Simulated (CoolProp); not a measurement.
Properties of p-xylene along the isotherm 346.85 °C (Tc = 343.0 °C, pc = 35.32 bar, ω = 0.324).

Model: reference Helmholtz-energy equation of state, Zhou 2012, in CoolProp.

```json
[
 {"p (bar)": "23.5", "phase": "gas", "density (kg/m³)": "68.60", "speed of sound (m/s)": "160.6", "Joule-Thomson coefficient (K/MPa)": "12.01", "expansivity (1/kK)": "5.114", "viscosity (µPa s)": "14.6", "fugacity coefficient": "0.7662"},
 {"p (bar)": "47.1", "phase": "supercritical", "density (kg/m³)": "444.2", "speed of sound (m/s)": "194.8", "Joule-Thomson coefficient (K/MPa)": "2.956", "expansivity (1/kK)": "9.358", "viscosity (µPa s)": "60.1", "fugacity coefficient": "0.5219"},
 {"p (bar)": "70.6", "phase": "supercritical", "density (kg/m³)": "499.7", "speed of sound (m/s)": "296.4", "Joule-Thomson coefficient (K/MPa)": "1.098", "expansivity (1/kK)": "4.326", "viscosity (µPa s)": "70.2", "fugacity coefficient": "0.3855"},
 {"p (bar)": "94.2", "phase": "supercritical", "density (kg/m³)": "528.1", "speed of sound (m/s)": "360.9", "Joule-Thomson coefficient (K/MPa)": "0.6146", "expansivity (1/kK)": "3.137", "viscosity (µPa s)": "75.8", "fugacity coefficient": "0.3175"},
 {"p (bar)": "118", "phase": "supercritical", "density (kg/m³)": "548.1", "speed of sound (m/s)": "411.3", "Joule-Thomson coefficient (K/MPa)": "0.3781", "expansivity (1/kK)": "2.559", "viscosity (µPa s)": "80.3", "fugacity coefficient": "0.2776"},
 {"p (bar)": "141", "phase": "supercritical", "density (kg/m³)": "563.3", "speed of sound (m/s)": "452.2", "Joule-Thomson coefficient (K/MPa)": "0.2393", "expansivity (1/kK)": "2.218", "viscosity (µPa s)": "84.2", "fugacity coefficient": "0.2530"},
 {"p (bar)": "165", "phase": "supercritical", "density (kg/m³)": "576.5", "speed of sound (m/s)": "489.5", "Joule-Thomson coefficient (K/MPa)": "0.1410", "expansivity (1/kK)": "1.973", "viscosity (µPa s)": "88.0", "fugacity coefficient": "0.2358"},
 {"p (bar)": "188", "phase": "supercritical", "density (kg/m³)": "587.3", "speed of sound (m/s)": "521.4", "Joule-Thomson coefficient (K/MPa)": "0.07246", "expansivity (1/kK)": "1.800", "viscosity (µPa s)": "91.5", "fugacity coefficient": "0.2245"},
 {"p (bar)": "212", "phase": "supercritical", "density (kg/m³)": "597.3", "speed of sound (m/s)": "551.8", "Joule-Thomson coefficient (K/MPa)": "0.01776", "expansivity (1/kK)": "1.659", "viscosity (µPa s)": "95.0", "fugacity coefficient": "0.2164"},
 {"p (bar)": "235", "phase": "supercritical", "density (kg/m³)": "605.9", "speed of sound (m/s)": "578.7", "Joule-Thomson coefficient (K/MPa)": "-0.02373", "expansivity (1/kK)": "1.551", "viscosity (µPa s)": "98.3", "fugacity coefficient": "0.2112"},
 {"p (bar)": "259", "phase": "supercritical", "density (kg/m³)": "614.0", "speed of sound (m/s)": "604.8", "Joule-Thomson coefficient (K/MPa)": "-0.05892", "expansivity (1/kK)": "1.457", "viscosity (µPa s)": "102", "fugacity coefficient": "0.2078"},
 {"p (bar)": "283", "phase": "supercritical", "density (kg/m³)": "621.4", "speed of sound (m/s)": "629.3", "Joule-Thomson coefficient (K/MPa)": "-0.08802", "expansivity (1/kK)": "1.378", "viscosity (µPa s)": "105", "fugacity coefficient": "0.2060"},
 {"p (bar)": "306", "phase": "supercritical", "density (kg/m³)": "628.0", "speed of sound (m/s)": "651.5", "Joule-Thomson coefficient (K/MPa)": "-0.1116", "expansivity (1/kK)": "1.313", "viscosity (µPa s)": "108", "fugacity coefficient": "0.2055"},
 {"p (bar)": "330", "phase": "supercritical", "density (kg/m³)": "634.4", "speed of sound (m/s)": "673.5", "Joule-Thomson coefficient (K/MPa)": "-0.1326", "expansivity (1/kK)": "1.254", "viscosity (µPa s)": "111", "fugacity coefficient": "0.2061"},
 {"p (bar)": "353", "phase": "supercritical", "density (kg/m³)": "640.1", "speed of sound (m/s)": "693.6", "Joule-Thomson coefficient (K/MPa)": "-0.1501", "expansivity (1/kK)": "1.204", "viscosity (µPa s)": "114", "fugacity coefficient": "0.2076"}
]
```

Viscosity comes from a separate model (Balogun 2015).
